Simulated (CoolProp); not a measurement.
Vinyl chloride along the isotherm 46.05 °C: density (kg/m³) from the reference equation and from simpler models built on Tc = 151.9 °C, pc = 5600 kPa, ω = 0.160; each cubic takes its own stable root.

Computed with CoolProp (reference Helmholtz-energy equation of state, Thol 2022).

```
p (kPa)   phase  reference
-------  ------  ---------
1560     liquid      860.6
3110     liquid      864.9
4670     liquid      869.0
6220     liquid      872.9
7780     liquid      876.7
9330     liquid      880.3
10900    liquid      883.9
12400    liquid      887.1
14000    liquid      890.5
```

Task: How far does each simpler model (van der Waals, Redlich-Kwong, Soave-Redlich-Kwong, Peng-Robinson) lie from the reference over these 9 states: mean and median of the absolute difference, and the worst?

Result: 
- van der Waals: mean 41.7 %, median 35.1 %, worst -94.7 % at 46.05 °C and 1560 kPa
- Redlich-Kwong: mean 8.6 %, median 8.5 %, worst -9.8 % at 46.05 °C and 1560 kPa
- Soave-Redlich-Kwong: mean 6.7 %, median 6.6 %, worst -7.5 % at 46.05 °C and 1560 kPa
- Peng-Robinson: mean 5.4 %, median 5.5 %, worst +5.9 % at 46.05 °C and 14000 kPa

At some of these states van der Waals gives the other phase, because its saturation line lies elsewhere.
